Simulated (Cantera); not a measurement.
Feed: 1 mol FeCl3, a varied amount of H2O, 140 mol N2, held at 900 °C and 0.000630 bar.

Method: chemical equilibrium by Gibbs-energy minimisation in Cantera with the NASA 1993 tables (ideal gas, pure condensed phases). Candidate condensed phases: Fe, FeCl2, FeCl3, FeO, Fe(OH)2, Fe(OH)3, Fe2O3, Fe3O4, H2O, NH4Cl; 37 gas species. Mutual solubility and eutectic melting of coexisting phases are not modelled. Equilibrium is a limit: real reactors are often held back by kinetics, nucleation or transport.

x: gas mole fraction; n: condensed amount in mol.

```tsv
n(H2O) (mol)	x N2	x H2O	x HCl	x FeCl2	x Cl	x O2	n Fe2O3(s)	n Fe3O4(s)
0.2	0.986	1.28e-6	0.00281	0.00689	0.00311	0.000698	0	0
0.29	0.985	5.82e-6	0.00407	0.00692	0.00232	0.00101	0	0
0.43	0.984	2.59e-5	0.00600	0.00647	0.00166	0.00113	0.0347	0
0.64	0.983	[?]	[?]	[?]	[?]	[?]	[?]	0
0.95	0.982	0.000253	0.0128	0.00354	0.000977	0.000611	0.246	0
1.4	0.979	[?]	[?]	[?]	[?]	[?]	[?]	0
2.1	0.975	0.00486	0.0195	0.000541	0.000268	0.000238	0.311	0.100
3.1	0.968	0.0114	0.0201	0.000243	0.000180	0.000238	0.287	0.131
4.6	0.958	0.0214	0.0201	0.000130	0.000132	0.000238	0.279	0.141
6.7	0.944	0.0352	0.0200	7.81e-5	0.000102	0.000238	0.275	0.146
10	0.924	0.0562	0.0196	4.72e-5	7.92e-5	0.000238	0.270	0.151
15	0.894	0.0863	0.0190	2.89e-5	6.20e-5	0.000238	0.264	0.156
```

### Question
What belongs in the gaps?

### Answer

- 0.64, x H2O: 7.33e-5
- 0.64, x HCl: 0.00884
- 0.64, x FeCl2: 0.00525
- 0.64, x Cl: 0.00138
- 0.64, x O2: 0.000913
- 0.64, n Fe2O3(s): 0.123
- 1.4, x H2O: 0.00120
- 1.4, x HCl: 0.0172
- 1.4, x FeCl2: 0.00163
- 1.4, x Cl: 0.000492
- 1.4, x O2: 0.000276
- 1.4, n Fe2O3(s): 0.383
